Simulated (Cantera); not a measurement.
Feed: 1 mol BaF2, 1.7 mol H2O, 0.81 mol H2, equilibrated at 1250 K and 0.000900 Torr.

Equilibrium computed with Cantera from the NASA thermochemical tables; the gas is ideal and each condensed phase is pure. Candidate condensed phases: Ba, BaF2, BaO, Ba(OH)2, H2O; 27 gas species. Mutual solubility and eutectic melting of coexisting phases are not modelled. Rates play no part.

Base state: H2O 0.574, H2 0.288, BaF2 0.0754, HF 0.0623, BaF 0.000439, H 0.000237, Ba(OH)2 4.72e-5 (mole fractions); condensed: BaF2(s) + BaO(s).

Problem. What changes in the equilibrium state with this change: temperature from 1250 K to 1373 K?

Solution. 
```tsv
species	before	after
H2O	0.574	0.442
BaF2	0.0754	0.238
H2	0.288	0.227
HF	0.0623	0.0858
BaOH	5.31e-6	6.50e-5
BaF	0.000439	0.00518
OH	4.87e-6	5.04e-5
H	0.000237	0.00145
BaF2(s), mol	0.700	0
BaO(s), mol	0.0867	0.141
```
